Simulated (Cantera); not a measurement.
Cantera run, input and output.

```python
import numpy as np
import cantera as ct

gas = ct.Solution("h2o2.yaml")
gas.TPX = 1075, 45000, {'H2': 1.6, 'O2': 1, 'N2': 3.1}
inlet = ct.Reservoir(gas, clone=True)

reactor = ct.IdealGasConstPressureReactor(gas, energy="off", clone=False)
exhaust = ct.Reservoir(gas, clone=True)
tau = [8.2, 2.5, 0.77, 0.24, 0.073, 0.022, 0.0068, 0.0021, 0.00064][0]
for a, b in ((inlet, reactor), (reactor, exhaust)):
    ct.MassFlowController(a, b, mdot=lambda t: reactor.mass / tau)
net = ct.ReactorNet([reactor])
show = ['H2', 'O2', 'H2O', 'O', 'OH', 'H2O2', 'H']

rows = []
print(f"{'tau/s':>10s}{'T/K':>9s}" + "".join(f"{s:>11s}" for s in show))
for tau in [8.2, 2.5, 0.77, 0.24, 0.073, 0.022, 0.0068, 0.0021, 0.00064]:
    net.initial_time = 0.0
    net.advance(30 * tau)
    before = gas.X
    net.advance(40 * tau)
    drift = np.max(np.abs(gas.X - before) / (gas.X + 1e-9))
    rows.append([gas.T, *gas[show].X, drift])
    print(f"{tau:10.3e}{gas.T:9.1f}" + "".join(f"{x:11.3e}" for x in gas[show].X))
```

It prints:

```
     tau/s      T/K         H2         O2        H2O          O         OH       H2O2          H
 8.200e+00   1075.0  5.477e-04  4.107e-02  3.259e-01  1.403e-06  1.098e-05  1.471e-06  9.448e-07
 2.500e+00   1075.0  9.494e-04  4.125e-02  3.254e-01  3.987e-06  2.062e-05  2.506e-06  3.003e-06
 7.700e-01   1075.0  1.577e-03  4.154e-02  3.247e-01  1.090e-05  3.994e-05  3.259e-06  9.510e-06
 2.400e-01   1075.0  2.635e-03  4.203e-02  3.234e-01  2.805e-05  7.582e-05  3.570e-06  2.985e-05
 7.300e-02   1075.0  4.595e-03  4.294e-02  3.210e-01  6.865e-05  1.402e-04  3.648e-06  9.532e-05
 2.200e-02   1075.0  8.254e-03  4.466e-02  3.165e-01  1.573e-04  2.507e-04  3.716e-06  3.011e-04
 6.800e-03   1075.0  1.479e-02  4.779e-02  3.083e-01  3.326e-04  4.303e-04  3.866e-06  8.950e-04
 2.100e-03   1075.0  2.643e-02  5.347e-02  2.934e-01  6.684e-04  7.190e-04  4.065e-06  2.508e-03
 6.400e-04   1075.0  4.674e-02  6.364e-02  2.664e-01  1.292e-03  1.166e-03  4.223e-06  6.491e-03
```

Model: the H2/O2 subset of GRI-Mech 3.0, which has no nitrogen chemistry, integrated in Cantera. The temperature is held fixed by assumption; the heat of reaction is taken as removed at once.
